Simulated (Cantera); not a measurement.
An isothermal, constant-pressure homogeneous reactor starts with 32.3 % NH3, 67.7 % N2, at 2273 K and 428 Torr.

Model: the gas-phase N/H chemistry of the illustrative SiF4/NH3 mechanism in the Surface Chemkin manual (1991), integrated in Cantera. Walls and surfaces, which speed up NH3 decomposition in real reactors, are not modelled.

x: mole fraction; the columns are a selection and need not sum to one.

```
t (s)       x NH3     x NH2   x N2    x N2H4       x H
--------  -------  --------  -----  --------  --------
5.00e-5     0.319   0.00211  0.677   1.70e-7   1.07e-5
0.000136    0.313   0.00268  0.676   2.73e-7   3.14e-5
0.000370    0.298       ___  0.674       ___       ___
0.00100     0.259   0.00188  0.668   1.34e-7  0.000168
0.00273     0.182   0.00134  0.658   6.83e-8  0.000375
0.00743    0.0759  0.000705  0.644   1.89e-8  0.000827
0.0202    0.00819  0.000154  0.635  8.96e-10   0.00212
0.0549    5.90e-5   3.37e-6  0.632    <1e-12   0.00656
0.149         ___       ___  0.632    <1e-12   0.00673
0.406     2.73e-6   1.60e-7  0.632    <1e-12   0.00673
1.10      1.46e-6   8.55e-8  0.632    <1e-12   0.00673
3.00      1.33e-6   7.81e-8  0.632    <1e-12   0.00673
```

Some entries are withheld; supply them.


- 0.000370, x NH2: 0.00234
- 0.000370, x N2H4: 2.09e-7
- 0.000370, x H: 7.45e-5
- 0.149, x NH3: 8.44e-6
- 0.149, x NH2: 4.95e-7
